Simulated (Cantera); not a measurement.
## CF4 + H2 (fluorocarbon and chlorocarbon gases)

Input: 1 mol CF4, 0.29 mol H2, at 2650 K and 13.3 mbar.

These are equilibrium values from Cantera (NASA tables, ideal gas, pure condensed phases), not measurements of a reactor. Candidate condensed phases: C, C6H6, C7H8, C8H18; 95 gas species. Gases not in the tables: C2F6 and larger saturated fluorocarbons. The numbers say what is thermodynamically allowed, not how fast it happens.

```yaml
x(F): 0.594
x(CF2): 0.198
x(HF): 0.175
x(CF): 0.0299
x(CF3): 0.00162
x(CF4): 0.00134
x(C3): 0.000336
x(H): 0.000146
x(C): 8.72e-5
n(C(graphite)): 0.229 mol
gas_amount: 3.320 mol
```
